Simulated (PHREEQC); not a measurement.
Dissolve 0.026 mol/kgw NH4HF2, 0.0019 mol/kgw (NH4)2SiF6, 0.0019 mol/kgw HBF4 and 0.0023 mol/kgw HCl at 25 °C. Closed to the air; pH follows from the charge balance.

Equilibrium calculation in PHREEQC: ion-association model, phreeqc.dat.

Precipitation was switched off in this run.

Question: Estimate the pH, ionic strength.

Answer: pH 2.98; ionic strength 0.0329 mol/kgw.

Question: In which forms is B present?

Answer: BF4- 99 %, BF3OH- 1.3 % of the B.

SiF6-2 is the database's only silicon fluoride. Real BF4- forms and hydrolyses slowly; the run takes it at equilibrium.
